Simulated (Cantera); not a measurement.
Input (Python, Cantera) and output of one run.

```python
import numpy as np
import cantera as ct

gas_names = """
    F FO FO2 F2 F2O H HF HNO HNO2 HNO3 HOF HO2 H2 H2F2 H2O H2O2 H3F3 H4F4 H5F5 H6F6 H7F7 N NF NF2 NF3 NH
    NH2 NH3 NH2OH NO NO2 NO3 N2 N2H2 N2H4 N2O O OH O2 O3
""".split()
cond_names = """
    H2O(s) H2O(L)
""".split()


# ... load() reads the species with a 1 bar reference pressure and builds the phases ...
atoms = {
    'NF3': {'N': 1, 'F': 3},
    'O2': {'O': 2},
    'H2': {'H': 2},
}
top_T = {}  # K; cautious upper limits of use, not melting points


# ... equilibrate(T, P, feed) seeds the gas with the atoms and calls Mixture.equilibrate('TP', solver="vcs", rtol=1e-11, max_steps=5000) ...
results = []
feed = {'NF3': 1, 'O2': 0.12, 'H2': 1.1}  # mol
T = 1523.15  # K
P = 55  # Pa
mix = equilibrate(T, P, feed)
results.append((T, P, feed, dict(zip(mix.species_names, mix.species_moles))))
x = sorted(zip(gas.X, gas.species_names), reverse=True)
print(f"T = {T:g} K  P = {P:g} Pa  gas = {mix.phase_moles(0):.4g} mol")
print("   x: " + "  ".join(f"{s} {v:.3e}" for v, s in x if v > 0.0001))
print("   condensed (mol): " + ("  ".join(f"{mix.phase(i).name} {mix.phase_moles(i):.4g}"
      for i in range(1, mix.n_phases) if mix.phase_moles(i) > 1e-12) or "none"))
```

Result:

```
T = 1523.15 K  P = 55 Pa  gas = 3.62 mol
   x: HF 6.077e-01  F 2.210e-01  N2 1.380e-01  O2 3.301e-02  NO 2.270e-04
   condensed (mol): none
```

Method: chemical equilibrium by Gibbs-energy minimisation in Cantera with the NASA 1993 tables (ideal gas, pure condensed phases).
